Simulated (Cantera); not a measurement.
Input: 1 mol Pb, 1.3 mol CO, 49 mol N₂, at 700 K and 1.00 Torr.

Equilibrium computed with Cantera from the NASA thermochemical tables; the gas is ideal and each condensed phase is pure. Candidate condensed phases: C, Pb, PbO, PbO₂, Pb₃O₄; 27 gas species. Rates play no part.

Base state: N₂ 0.976, CO 0.0211, CO₂ 0.00240 (mole fractions); condensed: C(graphite) + Pb(l).

What changes in the equilibrium state with this change: CO from 1.3 to 6.3 mol?


| species | before | after |
|---|---|---|
| N₂ | 0.976 | 0.908 |
| CO | 0.0211 | 0.0676 |
| CO₂ | 0.00240 | 0.0246 |
| C(graphite), mol | 0.120 | 1.33 |
| Pb(l), mol | 1.000 | 1.000 |

What changes in the equilibrium state with this change: N₂ from 49 to 0.71 mol?


| species | before | after |
|---|---|---|
| N₂ | 0.976 | 0.460 |
| CO₂ | 0.00240 | 0.303 |
| CO | 0.0211 | 0.237 |
| C(graphite), mol | 0.120 | 0.467 |
| Pb(l), mol | 1.000 | 1.000 |
